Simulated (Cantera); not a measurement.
Input (Python, Cantera) and output of one run.

```python
import numpy as np
import cantera as ct

gas_names = """
    O2 TaO2 B2O3 PbO AL2O
""".split()
cond_names = """
    Ta(cr) Ta(L) B(b) B(L) Ta2O5(s) Ta2O5(L) Pb(cr) Pb(L) AL(cr) AL(L) Ti(a) Ti(b) Ti(L) Ti3O5(a)
    Ti3O5(b) Ti3O5(L)
""".split()


# ... load() reads the species with a 1 bar reference pressure and builds the phases ...
species = {s.name: s for s in load("nasa_gas.yaml", gas_names) + load("nasa_condensed.yaml", cond_names)}
# Each term lists the table entries of one substance; the one whose range holds T is used.
reactions = {
    'Ta + O2(g) = TaO2(g)':
        [(-1, ['Ta(cr)', 'Ta(L)']), (-1, ['O2']), (1, ['TaO2'])],
    '1.333 B + O2(g) = 0.6667 B2O3(g)':
        [(-1.3333333333333333, ['B(b)', 'B(L)']), (-1, ['O2']), (0.6666666666666666, ['B2O3'])],
    '0.8 Ta + O2(g) = 0.4 Ta2O5':
        [(-0.8, ['Ta(cr)', 'Ta(L)']), (-1, ['O2']), (0.4, ['Ta2O5(s)', 'Ta2O5(L)'])],
    '2 Pb + O2(g) = 2 PbO(g)':
        [(-2, ['Pb(cr)', 'Pb(L)']), (-1, ['O2']), (2, ['PbO'])],
    '4 Al + O2(g) = 2 Al2O(g)':
        [(-4, ['AL(cr)', 'AL(L)']), (-1, ['O2']), (2, ['AL2O'])],
    '1.2 Ti + O2(g) = 0.4 Ti3O5':
        [(-1.2, ['Ti(a)', 'Ti(b)', 'Ti(L)']), (-1, ['O2']), (0.4, ['Ti3O5(a)', 'Ti3O5(b)', 'Ti3O5(L)'])],
}


def pick(names, T):
    return next(species[n] for n in names if species[n].thermo.min_temp <= T <= species[n].thermo.max_temp)


results = []
for label, terms in reactions.items():
    print(label)
    print("     T/K   dH/kJ  dS/(J/K)   dG/kJ   log10 K")
    for T in [1275, 1375, 1475, 1575, 1675, 1775, 1875, 1975, 2075]:
        used = [(nu, pick(names, T)) for nu, names in terms]
        dH = sum(nu * s.thermo.h(T) for nu, s in used) / 1e6
        dS = sum(nu * s.thermo.s(T) for nu, s in used) / 1e3
        dG = dH - T * dS / 1e3
        logK = -dG * 1e6 / (ct.gas_constant * T * np.log(10))
        results.append((label, T, dH, dS, dG, logK, [s.name for _, s in used]))
        print(f"{T:8g} {dH:8.1f} {dS:8.1f} {dG:8.1f} {logK:8.2f}")
```

It prints:

```
Ta + O2(g) = TaO2(g)
     T/K   dH/kJ  dS/(J/K)   dG/kJ   log10 K
    1275   -208.0     22.7   -236.9     9.71
    1375   -208.8     22.1   -239.1     9.08
    1475   -209.7     21.5   -241.3     8.55
    1575   -210.5     20.9   -243.4     8.07
    1675   -211.5     20.3   -245.5     7.66
    1775   -212.5     19.7   -247.5     7.28
    1875   -213.5     19.2   -249.4     6.95
    1975   -214.6     18.6   -251.3     6.65
    2075   -215.7     18.0   -253.2     6.37
1.333 B + O2(g) = 0.6667 B2O3(g)
     T/K   dH/kJ  dS/(J/K)   dG/kJ   log10 K
    1275   -560.7    -27.9   -525.1    21.51
    1375   -561.2    -28.3   -522.3    19.84
    1475   -561.7    -28.7   -519.5    18.40
    1575   -562.3    -29.0   -516.6    17.13
    1675   -562.9    -29.4   -513.7    16.02
    1775   -563.5    -29.8   -510.7    15.03
    1875   -564.2    -30.1   -507.7    14.14
    1975   -564.9    -30.5   -504.7    13.35
    2075   -565.7    -30.9   -501.6    12.63
0.8 Ta + O2(g) = 0.4 Ta2O5
     T/K   dH/kJ  dS/(J/K)   dG/kJ   log10 K
    1275   -805.5   -163.9   -596.5    24.44
    1375   -803.8   -162.6   -580.2    22.04
    1475   -802.1   -161.4   -564.0    19.97
    1575   -800.4   -160.3   -547.9    18.17
    1675   -798.7   -159.3   -532.0    16.59
    1775   -797.0   -158.3   -516.1    15.19
    1875   -795.4   -157.4   -500.3    13.94
    1975   -793.7   -156.5   -484.6    12.82
    2075   -743.7   -132.2   -469.4    11.82
2 Pb + O2(g) = 2 PbO(g)
     T/K   dH/kJ  dS/(J/K)   dG/kJ   log10 K
    1275    112.1    101.6    -17.5     0.71
    1375    110.2    100.2    -27.5     1.05
    1475    108.4     98.9    -37.5     1.33
    1575    106.5     97.7    -47.3     1.57
    1675    104.7     96.6    -57.0     1.78
    1775    102.9     95.5    -66.6     1.96
    1875    101.0     94.5    -76.1     2.12
    1975     99.1     93.5    -85.5     2.26
    2075     97.1     92.5    -94.8     2.39
4 Al + O2(g) = 2 Al2O(g)
     T/K   dH/kJ  dS/(J/K)   dG/kJ   log10 K
    1275   -366.6     95.2   -487.9    19.99
    1375   -370.6     92.2   -497.3    18.89
    1475   -374.6     89.3   -506.4    17.93
    1575   -378.7     86.7   -515.2    17.09
    1675   -382.7     84.2   -523.7    16.33
    1775   -386.8     81.8   -532.0    15.66
    1875   -390.8     79.6   -540.1    15.05
    1975   -394.9     77.5   -547.9    14.49
    2075   -399.0     75.4   -555.6    13.99
1.2 Ti + O2(g) = 0.4 Ti3O5
     T/K   dH/kJ  dS/(J/K)   dG/kJ   log10 K
    1275   -973.4   -168.8   -758.2    31.06
    1375   -971.6   -167.4   -741.4    28.17
    1475   -969.9   -166.2   -724.7    25.67
    1575   -968.1   -165.0   -708.2    23.49
    1675   -966.3   -163.9   -691.7    21.57
    1775   -964.6   -162.9   -675.4    19.88
    1875   -962.9   -162.0   -659.2    18.36
    1975   -979.0   -170.3   -642.7    17.00
    2075   -909.3   -136.3   -626.5    15.77
```

Standard-state values (1 bar) from the NASA 1993 polynomials, evaluated with Cantera. Condensed species are held in their standard states even where they would react or evaporate.
